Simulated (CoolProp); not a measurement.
Values from CoolProp's reference Helmholtz-energy equation of state, Lemmon 2006. It is a short technical equation, of lower accuracy than the large ones.

**Question.** For nitrous oxide, give the phase and the Z, isothermal compressibility (1/MPa), expansivity (1/kK) at 355.7 K and 1.29 MPa; 355.7 K and 1.55 MPa; 355.7 K and 2.59 MPa.

**Answer.** 
- 355.7 K and 1.29 MPa: gas; Z 0.960, isothermal compressibility 0.808, expansivity 3.22
- 355.7 K and 1.55 MPa: gas; Z 0.952, isothermal compressibility 0.679, expansivity 3.31
- 355.7 K and 2.59 MPa: gas; Z 0.918, isothermal compressibility 0.422, expansivity 3.71
